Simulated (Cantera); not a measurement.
Feed: 1 mol SiH2Cl2, 0.036 mol Cl2, 13 mol H2, at 823.15 K and 13.3 mbar.

Equilibrium computed with Cantera from the NASA thermochemical tables; the gas is ideal and each condensed phase is pure. Candidate condensed phases: Si; 19 gas species. The tables' values for SiCl3 are old estimates; treat these amounts as uncertain. Rates play no part.

Base state: H2 0.959, SiCl4 0.0285, SiHCl3 0.00808, HCl 0.00408, SiH2Cl2 0.000193, SiCl3 7.80e-5, SiCl2 1.91e-5 (mole fractions); condensed: Si(s).

### Question
What changes in the equilibrium state with this change: SiH2Cl2 replaced by SiHCl3?

### Answer
| species | before | after |
|---|---|---|
| H2 | 0.959 | 0.940 |
| SiCl4 | 0.0285 | 0.0442 |
| SiHCl3 | 0.00808 | 0.0111 |
| SiCl3 | 7.80e-5 | 0.000108 |
| SiCl2 | 1.91e-5 | 2.39e-5 |
| SiH2Cl2 | 0.000193 | 0.000236 |
| HCl | 0.00408 | 0.00451 |
| Si(s), mol | 0.466 | 0.206 |
